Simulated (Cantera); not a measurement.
Cantera run, input and output.

```python
import numpy as np
import cantera as ct

gas = ct.Solution("gri30.yaml", transport_model="mixture-averaged")
show = ['NO', 'C2H2', 'CO2']

rows = []
print(f"{'T/K':>7s}{'rho':>11s}{'cp':>10s}{'mu':>11s}{'lambda':>11s}{'Pr':>7s}" + "".join(f"{'D_' + s:>11s}" for s in show))
for T in [400, 550, 700, 850, 1000, 1150]:
    gas.TPX = T, 4500, {'H2': 0.3, 'N2': 0.35, 'C2H2': 0.29, 'C2H4': 0.58}
    Pr = gas.cp_mass * gas.viscosity / gas.thermal_conductivity
    D = [gas.mix_diff_coeffs_mole[gas.species_index(s)] for s in show]
    rows.append([gas.density, gas.cp_mass, gas.viscosity, gas.thermal_conductivity, Pr, *D])
    print(f"{T:7g}{gas.density:11.4e}{gas.cp_mass:10.1f}{gas.viscosity:11.4e}"
          f"{gas.thermal_conductivity:11.4e}{Pr:7.3f}" + "".join(f"{d:11.4e}" for d in D))
print("SI units: kg/m3, J/kg/K, Pa s, W/m/K, m2/s")
```

It prints:

```
    T/K        rho        cp         mu     lambda     Pr       D_NO     D_C2H2      D_CO2
    400 3.0472e-02    1874.2 1.5630e-05 5.6556e-02  0.518 7.6334e-04 6.5443e-04 5.8734e-04
    550 2.2162e-02    2171.7 2.0268e-05 7.8495e-02  0.561 1.3334e-03 1.1653e-03 1.0517e-03
    700 1.7413e-02    2410.7 2.4372e-05 9.9832e-02  0.589 2.0178e-03 1.7835e-03 1.6153e-03
    850 1.4340e-02    2597.6 2.8096e-05 1.2061e-01  0.605 2.8061e-03 2.4984e-03 2.2678e-03
   1000 1.2189e-02    2768.9 3.1534e-05 1.4087e-01  0.620 3.6909e-03 3.3022e-03 3.0019e-03
   1150 1.0599e-02    2905.5 3.4749e-05 1.6059e-01  0.629 4.6666e-03 4.1892e-03 3.8124e-03
SI units: kg/m3, J/kg/K, Pa s, W/m/K, m2/s
```

Model: GRI-Mech 3.0 (53 species, 325 reactions), integrated in Cantera. The composition is frozen, though it would react at the higher temperatures.
